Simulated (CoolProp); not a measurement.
R1132(E) along the isobar 6500 kPa: Z from the reference equation and from simpler models built on Tc = 348.8 K, pc = 5174 kPa, ω = 0.245; each cubic takes its own stable root.

Computed with CoolProp (reference Helmholtz-energy equation of state, Akasaka 2024).

```tsv
T (K)	phase	reference
302.3	liquid	0.1777
310.4	liquid	0.1788
318.6	liquid	0.1809
326.7	liquid	0.1843
334.9	liquid	0.1900
343	liquid	0.1993
351.2	supercritical	0.2181
359.3	supercritical	0.2883
367.4	supercritical	0.4473
375.6	supercritical	0.5408
383.7	supercritical	0.6015
391.9	supercritical	0.6477
400	supercritical	0.6845
```

Task: How far does each simpler model (van der Waals, Redlich-Kwong, Soave-Redlich-Kwong, Peng-Robinson) lie from the reference over these 13 states: mean and median of the absolute difference, and the worst?

Result: 
- van der Waals: mean 34.2 %, median 45.9 %, worst +59.5 % at 302.3 K and 6500 kPa
- Redlich-Kwong: mean 13.3 %, median 17.7 %, worst +24.3 % at 351.2 K and 6500 kPa
- Soave-Redlich-Kwong: mean 13.3 %, median 14.5 %, worst +25.4 % at 351.2 K and 6500 kPa
- Peng-Robinson: mean 4.5 %, median 1.8 %, worst +13.8 % at 351.2 K and 6500 kPa
